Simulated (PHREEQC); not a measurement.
# Reverse-osmosis permeate

Synthetic water in mg/L, 25 °C, pH 6.3, pe 10.3: Na 0.307; K 14.4; Ca 2.09; Mg 1.41; Cl 3.04; S(6) as SO4 17; Alkalinity as HCO3 9.12; Li 0.0547; O(0) (dissolved oxygen) 0.203; Zn 0.0113.

Valence states are taken as typed.

The numbers come from PHREEQC with the ion-association model, wateq4f.dat.

This is a speciation only: nothing precipitates in the calculation.

Predict the charge-balance error.

charge-balance error 1.8 %.

In which forms is Mg present?

Mg+2 97 %, MgSO4 3.0 % of the Mg.

Complexes and solids missing from the database can't appear.
